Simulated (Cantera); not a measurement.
An adiabatic, constant-pressure homogeneous reactor starts with CH4 : C2H6 : O2 : N2 = 1 : 0.16 : 3.16 : 11.9 (molar parts), equivalence ratio 0.81, at 1125 K and 10.0 bar.

Cantera simulation using GRI-Mech 3.0 (53 species, 325 reactions); the numbers are that mechanism's predictions, not measurements.

x: mole fraction; the columns are a selection and need not sum to one.

```tsv
t (s)	T (K)	x CH4	x C2H6	x O2	x H	x OH	x CH2O	x CH2CO
4.00e-6	1125	0.0617	0.00986	0.195	1.50e-12	5.54e-12	2.09e-10	<1e-12
1.10e-5	1125	0.0617	0.00986	0.195	3.49e-12	1.48e-11	1.55e-9	<1e-12
3.03e-5	1125	0.0617	0.00986	0.195	9.02e-12	3.85e-11	1.10e-8	<1e-12
8.35e-5	1125	0.0617	0.00986	0.195	2.68e-11	1.02e-10	7.36e-8	<1e-12
0.000230	1125	0.0617	0.00986	0.195	1.12e-10	3.71e-10	5.02e-7	7.00e-12
0.000632	1125	0.0616	0.00985	0.195	1.28e-9	3.37e-9	6.87e-6	5.95e-10
0.00174	1130	0.0610	0.00938	0.194	(withheld)	(withheld)	(withheld)	(withheld)
0.00479	2588	<1e-12	<1e-12	0.0348	0.000547	0.00815	6.37e-11	<1e-12
0.0132	2583	<1e-12	<1e-12	0.0336	0.000537	0.00798	6.34e-11	<1e-12
0.0363	2583	<1e-12	<1e-12	0.0336	0.000537	0.00798	6.34e-11	<1e-12
0.100	2583	<1e-12	<1e-12	0.0336	0.000537	0.00798	6.34e-11	<1e-12
```

### Question
Some entries are withheld; supply them.

### Answer

- 0.00174, x H: 6.69e-8
- 0.00174, x OH: 1.51e-7
- 0.00174, x CH2O: 0.000516
- 0.00174, x CH2CO: 1.23e-6
